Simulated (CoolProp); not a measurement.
Sulfur hexafluoride at 293.15 K and 0.181 MPa is compressed adiabatically to 0.498 MPa with isentropic efficiency 0.8. Each further row changes one setting.

The numbers come from the reference Helmholtz-energy equation of state, Guder 2009 in CoolProp.

```
case             work (kJ/kg)  final temperature (K)  final density (kg/m³)
---------------  ------------  ---------------------  ---------------------
as stated                   ?                  326.6                      ?
efficiency 1                ?                      ?                      ?
efficiency 0.65          26.3                      ?                      ?
```

Task: Complete the blanks.

Result: 
- as stated, work (kJ/kg): 21.4
- as stated, final density (kg/m³): 28.0
- efficiency 1, work (kJ/kg): 17.1
- efficiency 1, final temperature (K): 320.7
- efficiency 1, final density (kg/m³): 28.6
- efficiency 0.65, final temperature (K): 333.4
- efficiency 0.65, final density (kg/m³): 27.3
